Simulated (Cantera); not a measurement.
An adiabatic, constant-volume homogeneous reactor starts with CH4 : O2 : N2 = 1 : 3.77 : 14.2 (molar parts), at 1125 K and 5.00 bar. Integrator tolerance rtol = 1e-08.

Cantera simulation using GRI-Mech 3.0 (53 species, 325 reactions); the numbers are that mechanism's predictions, not measurements.

Question: What does this change do: pressure from 5.00 bar to 9.30 bar?

Answer: 
```tsv
quantity	before	after
time of steepest temperature rise	19.7 ms	10.2 ms
temperature at 1.00 s	2442 K	2450 K
equilibrium temperature	2442 K	2450 K
x(CH4) at 1.00 s	<1e-12 (gas-phase equilibrium <1e-12)	<1e-12 (gas-phase equilibrium <1e-12)
x(O2) at 1.00 s	0.0857 (gas-phase equilibrium 0.0857)	0.0857 (gas-phase equilibrium 0.0857)
x(C2H2) at 1.00 s	<1e-12 (gas-phase equilibrium <1e-12)	<1e-12 (gas-phase equilibrium <1e-12)
x(CO) at 1.00 s	0.00143 (gas-phase equilibrium 0.00143)	0.00110 (gas-phase equilibrium 0.00110)
x(NO) at 1.00 s	0.0129 (gas-phase equilibrium 0.0129)	0.0131 (gas-phase equilibrium 0.0131)
```

Question: What does this change do: pressure from 5.00 bar to 3.30 bar?

Answer: 
```tsv
quantity	before	after
time of steepest temperature rise	19.7 ms	30.5 ms
temperature at 1.00 s	2442 K	2435 K
equilibrium temperature	2442 K	2435 K
x(CH4) at 1.00 s	<1e-12 (gas-phase equilibrium <1e-12)	<1e-12 (gas-phase equilibrium <1e-12)
x(O2) at 1.00 s	0.0857 (gas-phase equilibrium 0.0857)	0.0858 (gas-phase equilibrium 0.0858)
x(C2H2) at 1.00 s	<1e-12 (gas-phase equilibrium <1e-12)	<1e-12 (gas-phase equilibrium <1e-12)
x(CO) at 1.00 s	0.00143 (gas-phase equilibrium 0.00143)	0.00169 (gas-phase equilibrium 0.00169)
x(NO) at 1.00 s	0.0129 (gas-phase equilibrium 0.0129)	0.0127 (gas-phase equilibrium 0.0127)
```
